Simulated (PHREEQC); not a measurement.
Dissolve 0.004 mol LiBr and 0.002 mol BaCl2 per kg of water at 24 °C. Closed to the air; pH follows from the charge balance.

Computed with PHREEQC (ion-association model, phreeqc.dat).

Each row changes one thing in this solution. No solid was allowed to form.

| case | pH | BaOH+ (mol/kgw) |
|---|---|---|
| as made | 7.01 | 5.08e-10 |
| temperature from 24 to 5 °C | 7.36 | 1.14e-9 |
| diluted 5-fold with water | 7.01 | 1.20e-10 |
| temperature from 24 to 90 °C | 6.20 | 7.50e-11 |
| LiBr replaced by LiOH at the same molality | ? | ? |
| LiBr left out | 7.01 | 5.43e-10 |
| LiBr from 0.004 to 0.0044 mol/kgw | 7.01 | ? |
| 0.0039 mol/kgw TMAH added | 11.56 | ? |

### Question
Some entries are withheld; supply them.

### Answer

- LiBr replaced by LiOH at the same molality, pH: 11.58
- LiBr replaced by LiOH at the same molality, BaOH+ (mol/kgw): 1.88e-5
- LiBr from 0.004 to 0.0044 mol/kgw, BaOH+ (mol/kgw): 5.05e-10
- 0.0039 mol/kgw TMAH added, BaOH+ (mol/kgw): 1.72e-5

(CH3)4N+ isn't in the database: it is added as a free cation with an ion size of 4 Å. Away from 25 °C the constants follow the database's enthalpies or fits; those with neither stay at their 25 °C values.
